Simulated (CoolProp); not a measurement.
Vapour-liquid equilibrium of R125 (1) + fluoroethane (R161) (2) at -47.25 °C; x and y are mole fractions of (1).

Model: multi-fluid Helmholtz-energy mixture model, Lemmon 2005 and Wu 2012; pair parameters Bell 2016, in CoolProp.

Give the bubble pressure and the first vapour's composition at x = 0.05, 0.125, 0.65. Is there an azeotrope?

x = 0.05: 0.06498 MPa, y = 0.072; x = 0.125: 0.06779 MPa, y = 0.185; x = 0.65: 0.09400 MPa, y = 0.763. No azeotrope shows between x = 0.05 and 0.95.

The pair parameters rest on a limited set of measurements; away from them the model extrapolates. The gap from Raoult's law changes sign with composition, which may be real or a fault of the pair parameters; it wasn't checked against measurements.
